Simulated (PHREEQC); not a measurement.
# Acid rinse or clean: speciation

A solution holds 0.12 mol/kgw H2SO4, 0.072 mol/kgw AlCl3 and 0.28 mol/kgw MgCl2, at 63 °C. Closed to the air; pH follows from the charge balance.

Model: ion-association model, wateq4f.dat, run in PHREEQC.

- pH = 0.88
- ionic strength = 1.25 mol/kgw
- activity of water = 0.977
- total alkalinity = -240 meq/kg

```
species    molality  activity   log γ
---------  --------  --------  ------
Cl-           0.776     0.439  -0.247
Mg+2          0.250    0.0700  -0.553
H+            0.182     0.132  -0.141
HSO4-        0.0570    0.0337  -0.229
Al+3         0.0483   0.00262  -1.265
MgSO4        0.0301    0.0402   0.125
AlSO4+       0.0223    0.0132  -0.229
SO4-2       0.00828   0.00103  -0.906
Al(SO4)2-  0.000849  0.000501  -0.229
AlHSO4+2   0.000549  0.000254  -0.334
AlOH+2      1.24e-5   1.90e-6  -0.813
Al(OH)2+    2.51e-9   1.57e-9  -0.203
```

No solid was allowed to form. The ionic strength is past about 0.7 mol/kgw, beyond the range of this activity model, so the values are rough. Away from 25 °C the constants follow the database's enthalpies or fits; those with neither stay at their 25 °C values.
